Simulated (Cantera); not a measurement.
A closed system holds: 1 mol H2O, 0.08 mol H2, 17 mol N2, at 3473 K and 76.0 bar.

Cantera equilibrium calculation (NASA polynomials, part measured and part estimated; ideal gas, pure solids and liquids). Candidate condensed phases: H2O; 24 gas species. The ideal-gas law is rough above about 30 bar. Equilibrium is a limit: real reactors are often held back by kinetics, nucleation or transport.

Base state: N2 0.922, H2O 0.0339, H2 0.0170, H 0.00830, OH 0.00752, NO 0.00752, O 0.00215, O2 0.00166 (mole fractions); condensed: gas only.

Problem. What changes in the equilibrium state with this change: pressure from 76.0 bar to 1.33 mbar?

Solution. 
| species | before | after |
|---|---|---|
| N2 | 0.922 | 0.839 |
| H | 0.00830 | 0.107 |
| O | 0.00215 | 0.0488 |
| H2O | 0.0339 | 3.93e-8 |
| H2 | 0.0170 | 4.93e-5 |
| N | 2.14e-5 | 0.00488 |
| OH | 0.00752 | 3.86e-5 |
| O2 | 0.00166 | 1.50e-5 |
| NO | 0.00752 | 0.000682 |

Problem. What changes in the equilibrium state with this change: H2 from 0.08 to 4.3 mol?

Solution. 
```json
[
 {"species": "N2", "before": "0.922", "after": "0.750"},
 {"species": "H2", "before": "0.0170", "after": "0.179"},
 {"species": "H2O", "before": "0.0339", "after": "0.0403"},
 {"species": "H", "before": "0.00830", "after": "0.0269"},
 {"species": "O2", "before": "0.00166", "after": "2.11e-5"},
 {"species": "NH3", "before": "8.33e-7", "after": "2.57e-5"},
 {"species": "NO", "before": "0.00752", "after": "0.000766"}
]
```

Problem. What changes in the equilibrium state with this change: H2O replaced by SF6?

Solution. 
| species | before | after |
|---|---|---|
| N2 | 0.922 | 0.748 |
| F | 0 | 0.204 |
| SF2 | 0 | 0.0164 |
| H2O | 0.0339 | 0 |
| H2 | 0.0170 | <1e-9 |
| SF | 0 | 0.0155 |
| OH | 0.00752 | 0 |
| NO | 0.00752 | 0 |
| HF | 0 | 0.00704 |
| S | 0 | 0.00480 |
The tables' values for SF3, S2F2 (SSF2), FS2F (FSSF) are old estimates; treat these amounts as uncertain. Further candidate phases: S.
